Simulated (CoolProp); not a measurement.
Vapour-liquid equilibrium of R227EA (1) + isobutane (2) at 0.952 bar; x and y are mole fractions of (1).

Model: multi-fluid Helmholtz-energy mixture model, Lemmon 2016 and Bücker 2006; pair parameters Bell 2016, in CoolProp.

```
x      bubble temperature, mixture model (°C)  bubble temperature, Raoult's law (°C)  y, mixture model  y, Raoult's law
-----  --------------------------------------  -------------------------------------  ----------------  ---------------
0.05                                    -18.5                                  -13.6             0.220            0.060
0.125                                   -22.4                                  -14.0             0.373            0.147
0.2                                     -24.2                                  -14.3             0.443            0.232
0.275                                   -25.0                                  -14.7             0.480            0.314
0.35                                    -25.4                                  -15.1             0.500            0.394
0.425                                   -25.5                                  -15.4             0.514            0.471
0.5                                     -25.6                                  -15.7             0.526            0.546
0.575                                   -25.6                                  -16.1             0.540            0.619
0.65                                    -25.5                                  -16.4                 ?            0.690
0.725                                       ?                                  -16.7                 ?            0.760
0.8                                     -24.4                                  -17.0             0.635            0.828
0.875                                   -23.0                                  -17.3             0.713            0.893
0.95                                        ?                                  -17.6             0.850            0.958
```

Question: Fill in the missing entries.

Answer: 
- 0.65, y, mixture model: 0.559
- 0.725, bubble temperature, mixture model (°C): -25.2
- 0.725, y, mixture model: 0.588
- 0.95, bubble temperature, mixture model (°C): -20.5

The largest gap from Raoult's law is -10.3 K in bubble temperature, at x = 0.35. y crosses x between x = 0.5 and 0.575: the model has an azeotrope there.

The pair parameters rest on a limited set of measurements; away from them the model extrapolates.
